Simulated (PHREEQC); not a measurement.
A solution holds 3.8 mmol/kgw HF and 13 mmol/kgw NH4HF2, at 20 °C. Closed to the air; pH follows from the charge balance.

The numbers come from PHREEQC with the ion-association model, phreeqc.dat.

```csv
quantity,before,after
pH,3.03,3.29
ionic strength (mol/kgw),0.0140,0.0136
HF (mol/kgw),0.0150,0.0154
F- (mol/kgw),0.0133,0.0127
HF2- (mol/kgw),0.000736,0.000856
```

Question: Name the change that produced these shifts.
(A) HF replaced by NH4F at the same molality
(B) NH4HF2 left out
(C) diluted 2-fold with water
(D) NH4HF2 from 0.013 to 0.0065 mol/kgw
(E) temperature from 20 to 55 °C

Answer: E, temperature from 20 to 55 °C

Precipitation was switched off in this run. Away from 25 °C the constants follow the database's enthalpies or fits; those with neither stay at their 25 °C values.
